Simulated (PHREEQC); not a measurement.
Make-up at 25 °C: 0.0068 mol H3BO3, 0.082 mol Na2SO4 and 0.0018 mol LiCl per kg of water. Closed to the air; pH follows from the charge balance.

Equilibrium calculation in PHREEQC: ion-association model, phreeqc.dat.

| quantity | before | after |
|---|---|---|
| pH | 5.92 | 6.05 |
| ionic strength (mol/kgw) | 0.219 | 0.221 |
| Na+ (mol/kgw) | 0.150 | 0.150 |
| SO4-2 (mol/kgw) | 0.0675 | 0.0673 |
| NaSO4- (mol/kgw) | 0.0144 | 0.0143 |
| Li+ (mol/kgw) | 0.00166 | 0.00166 |
| SI of Halite (NaCl) | -5.42 | -5.42 |

Task: What was changed between the two runs?
(A) LiCl from 0.0018 to 0.009 mol/kgw
(B) diluted 5-fold with water
(C) 0.0023 mol/kgw KF added
(D) diluted 10-fold with water
(E) diluted 100-fold with water

Result: C, 0.0023 mol/kgw KF added

Precipitation was switched off in this run. Real BF4- forms and hydrolyses slowly; the run takes it at equilibrium.
